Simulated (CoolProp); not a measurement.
Model: reference Helmholtz-energy equation of state, Zhou 2011, in CoolProp.

Q: For dimethyl carbonate, give the phase and the cp (kJ/(kg K)), Joule-Thomson coefficient (K/MPa) at 430.7 K and 18.2 MPa; 377.4 K and 0.0687 MPa; 463.9 K and 9.13 MPa.

A: 
- 430.7 K and 18.2 MPa: liquid; cp 2.07, Joule-Thomson coefficient -0.190
- 377.4 K and 0.0687 MPa: gas; cp 1.40, Joule-Thomson coefficient 20.9
- 463.9 K and 9.13 MPa: liquid; cp 2.21, Joule-Thomson coefficient -0.0493
